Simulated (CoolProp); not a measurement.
A single-stage vapour-compression cycle with R236FA: evaporating at 227.15 K (dew point), condensing at 268.15 K (bubble point), superheat 8 K, subcooling 2 K, compressor efficiency 0.8, no pressure losses. Each further row changes one setting.

Computed with CoolProp (reference Helmholtz-energy equation of state, Pan 2012).

```csv
case,cooling COP,pressure ratio,discharge temperature (K),refrigerating effect (kJ/kg),volumetric capacity (kJ/m³)
as stated,3.80,8.69,286.0,141,111
evaporating temperature 232.15 K,4.53,6.34,284.0,144,153
condensing temperature 263.15 K,4.44,6.97,280.7,147,116
subcooling 7 K,3.96,8.69,286.0,147,116
superheat 18 K,3.83,8.69,296.8,148,112
compressor efficiency 0.7,3.33,8.69,292.5,141,111
```
